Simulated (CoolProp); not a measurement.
Vapour-liquid equilibrium of carbon dioxide (1) + n-butane (2) at 0.589 MPa; x and y are mole fractions of (1).

Model: multi-fluid Helmholtz-energy mixture model, Span 1996 and Bücker 2006; pair parameters Kunz 2012, in CoolProp.

Q: Give the bubble temperature and the first vapour's composition at x = 0.45, 0.65, 0.75. Is there an azeotrope?

A: x = 0.45: 227.2 K, y = 0.982; x = 0.65: 224.6 K, y = 0.986; x = 0.75: 223.6 K, y = 0.988. No azeotrope shows between x = 0.05 and 0.95.

The pair parameters rest on a limited set of measurements; away from them the model extrapolates. With so large a gap from Raoult's law the liquid may split in two, which this calculation doesn't test in full.
